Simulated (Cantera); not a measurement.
Equilibrium for aluminium and copper etching: Cu + HF

Feed: 1 mol Cu, 8.1 mol HF, equilibrated at 27.0 Pa.

These are equilibrium values from Cantera (NASA tables, ideal gas, pure condensed phases), not measurements of a reactor. Candidate condensed phases: Cu, CuF₂; 15 gas species. Equilibrium is a limit: real reactors are often held back by kinetics, nucleation or transport.

From 400 K to 1300 K the condensed part is Cu(s). From 1400 K to 1500 K the condensed part is Cu(l).

```csv
T (K),x HF,x Cu,x CuF,x H₂,x H,x Cu₂,x H₂F₂,n Cu(s),n Cu(l)
400,1.000,<1e-12,<1e-12,<1e-12,<1e-12,<1e-12,2.14e-6,1.00,0
500,1.00,<1e-12,<1e-12,1.69e-12,<1e-12,<1e-12,3.73e-7,1.00,0
600,1.00,<1e-12,1.20e-11,8.08e-12,<1e-12,<1e-12,1.14e-7,1.00,0
700,1.00,<1e-12,1.82e-9,9.24e-10,<1e-12,<1e-12,4.87e-8,1.00,0
800,1.00,2.49e-12,7.33e-8,3.68e-8,<1e-12,<1e-12,2.57e-8,1.000,0
900,1.000,6.67e-10,1.29e-6,6.44e-7,5.71e-12,<1e-12,1.57e-8,1.000,0
1000,1.000,5.78e-8,1.27e-5,6.34e-6,3.48e-10,<1e-12,1.06e-8,1.000,0
1100,1.000,2.20e-6,8.19e-5,4.10e-5,1.01e-8,1.76e-11,7.75e-9,0.999,0
1200,0.999,4.55e-5,0.000386,0.000193,1.67e-7,1.29e-9,5.98e-9,0.997,0
1300,0.997,0.000584,0.00143,0.000712,1.80e-6,4.80e-8,4.81e-9,0.984,0
1400,0.989,0.00500,0.00423,0.00211,1.36e-5,9.75e-7,3.95e-9,0,0.925
1500,0.954,0.0305,0.0103,0.00512,7.67e-5,1.19e-5,3.15e-9,0,0.657
```
x: gas mole fraction; n: condensed amount in mol.
